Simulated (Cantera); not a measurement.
Mixture: CH₄ : O₂ : N₂ = 1 : 1.25 : 4.7 (molar parts), at 413 Torr, adiabatic and at constant pressure. Ignition delay is the time to a rise of 400 K.

Detailed kinetics in Cantera: GRI-Mech 3.0 (53 species, 325 reactions).

Predict: delay at 1323 K; delay at 1398 K; delay at 1473 K; delay at 1548 K; delay at 1623 K; apparent activation energy between 1473 and 1623 K.


- delay at 1323 K = 17.8 ms
- delay at 1398 K = 6.96 ms
- delay at 1473 K = 2.96 ms
- delay at 1548 K = 1.39 ms
- delay at 1623 K = 0.712 ms
- apparent activation energy between 1473 and 1623 K = 190 kJ/mol
